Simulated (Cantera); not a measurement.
**Equilibrium for silicon epitaxy and polysilicon growth: SiH₂Cl₂ + Cl₂ + N₂**

A closed system holds: 1 mol SiH₂Cl₂, 0.11 mol Cl₂, 28 mol N₂, at 450 Pa.

Cantera equilibrium calculation (NASA polynomials, part measured and part estimated; ideal gas, pure solids and liquids). Candidate condensed phases: NH₄Cl, Si, Si₃N₄; 28 gas species. N₂ is the only nitrogen source here; it is nearly inert below about 1500 K, so the nitride shown seldom forms there in practice. The tables' values for SiCl₃, SiCl, SiN are old estimates; treat these amounts as uncertain. Kinetics and transport are ignored.

From 898 K to 1698 K the condensed part is Si₃N₄(s). At 1798 K the condensed part is Si(l). The main Si-bearing gas is SiCl₄ at 898 K and SiCl₂ at 1798 K. The share of Si in condensed phases is highest at 1098 K (83.6 %) and lowest at 1798 K (9.7 %).

```
T (K)  log p N₂  log p HCl  log p SiCl₂  log p H₂  n Si₃N₄(s)  n Si(l)
-----  --------  ---------  -----------  --------  ----------  -------
898       -2.38      -3.65        -9.86     -4.39       0.271        0
998       -2.38      -3.63        -8.23     -4.44       0.275        0
1098      -2.38      -3.62        -6.90     -4.48       0.279        0
1198      -2.38      -3.61        -5.81     -4.51       0.278        0
1298      -2.38      -3.62        -4.96     -4.49       0.265        0
1398      -2.38      -3.66        -4.40     -4.37       0.221        0
1498      -2.38      -3.76        -4.13     -4.19       0.161        0
1598      -2.38      -3.91        -3.99     -4.06       0.104        0
1698      -2.38      -4.07        -3.91     -3.97      0.0581        0
1798      -2.38      -4.16        -3.89     -3.95           0   0.0974
```
log p: log10 of the partial pressure in bar; n: condensed amount in mol.
